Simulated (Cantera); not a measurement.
A closed system holds: 1 mol V2O5, 210 mol H2, 45 mol N2, equilibrated at 1450 °C and 24.0 mbar.

Method: chemical equilibrium by Gibbs-energy minimisation in Cantera with the NASA 1993 tables (ideal gas, pure condensed phases). Candidate condensed phases: H2O, V, VN, VO, V2O3, V2O4, V2O5; 28 gas species. Mutual solubility and eutectic melting of coexisting phases are not modelled. VO: taken at fixed stoichiometry. Condensed phases not in the tables: the oxides between V2O3 and V2O5 other than VO2. Rates play no part.

Problem. What is the equilibrium state?

Solution. 
```
Property                               Result
----------------------------------  ---------
x(H2)                                   0.814
x(N2)                                   0.176
x(H2O)                                0.00874
x(H)                                  0.00106
x(VO2)                                3.73e-6
n(VO(s))                            0.460 mol
n(V2O3(s))                          0.770 mol
gas amount                          255.1 mol
log10 activity of V(s) (absent)         -2.18
log10 activity of V2O5(l) (absent)     -10.15
```
